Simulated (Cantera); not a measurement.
Input (Python, Cantera) and output of one run.

```python
import numpy as np
import cantera as ct

gas_names = [...]  # 47 gases of nasa_gas.yaml made of Cl, H, N, O, Si
cond_names = """
    H2O(s) H2O(L) NH4CL(a) NH4CL(b) Si(cr) Si(L) SiO2(Lqz) SiO2(hqz) SiO2(L) Si2N2O(s) Si3N4(a)
""".split()


# ... load() reads the species with a 1 bar reference pressure and builds the phases ...
atoms = {
    'SiH2Cl2': {'Si': 1, 'H': 2, 'CL': 2},
    'NO': {'N': 1, 'O': 1},
    'H2': {'H': 2},
    'N2O': {'N': 2, 'O': 1},
}
top_T = {'Si2N2O(s)': 2100, 'Si3N4(a)': 2400}  # K; cautious upper limits of use, not melting points


# ... equilibrate(T, P, feed) seeds the gas with the atoms and calls Mixture.equilibrate('TP', solver="vcs", rtol=1e-11, max_steps=5000) ...
results = []
feed = {'SiH2Cl2': 1, 'NO': 15, 'H2': 1, 'N2O': 0.84}  # mol
P = 6.7  # Pa
for T in [1400, 1425, 1450, 1475, 1500, 1525, 1550, 1575, 1600, 1625]:
    mix = equilibrate(T, P, feed)
    results.append((T, P, feed, dict(zip(mix.species_names, mix.species_moles))))

top = {s: max(r[3][s] / sum(r[3][g] for g in gas_names) for r in results) for s in gas_names}
cols = sorted((s for s in top if top[s] > 1e-06), key=lambda s: -top[s])[:8]
seen = [c for c in cond_names if any(r[3].get(c, 0) > 1e-12 for r in results)]
print("log10 of partial pressures in bar; condensed amounts in mol")
print(f"{'T/K':>10s}" + "".join(f"{s[:9]:>10s}" for s in cols + seen))
for T, P, feed, n in results:
    ng = sum(n[g] for g in gas_names)
    print(f"{T:10.4g}" + "".join(f"{np.log10(max(n[s] / ng * P / 1e5, 1e-99)):10.3f}" for s in cols)
          + "".join(f"{n.get(c, 0):10.4g}" for c in seen))
```

Result:

```
log10 of partial pressures in bar; condensed amounts in mol
       T/K        N2        O2       HCL       H2O        CL        OH        NO         O SiO2(hqz)
      1400    -4.505    -4.624    -5.203    -5.360    -5.905    -7.678    -7.314    -8.336         1
      1425    -4.505    -4.625    -5.214    -5.353    -5.856    -7.568    -7.254    -8.170         1
      1450    -4.505    -4.626    -5.225    -5.346    -5.811    -7.462    -7.197    -8.010         1
      1475    -4.506    -4.627    -5.238    -5.339    -5.768    -7.360    -7.142    -7.856         1
      1500    -4.506    -4.629    -5.251    -5.332    -5.728    -7.261    -7.089    -7.706         1
      1525    -4.506    -4.630    -5.264    -5.326    -5.691    -7.165    -7.038    -7.562         1
      1550    -4.507    -4.631    -5.279    -5.319    -5.656    -7.072    -6.988    -7.422         1
      1575    -4.507    -4.633    -5.294    -5.312    -5.623    -6.982    -6.940    -7.287         1
      1600    -4.508    -4.635    -5.309    -5.306    -5.592    -6.895    -6.894    -7.156         1
      1625    -4.508    -4.636    -5.326    -5.301    -5.564    -6.810    -6.849    -7.029         1
```

Equilibrium computed with Cantera from the NASA thermochemical tables; the gas is ideal and each condensed phase is pure. The tables hold silica as quartz up to 1696 K and as liquid above; real silica turns to tridymite and cristobalite and melts near 1996 K.
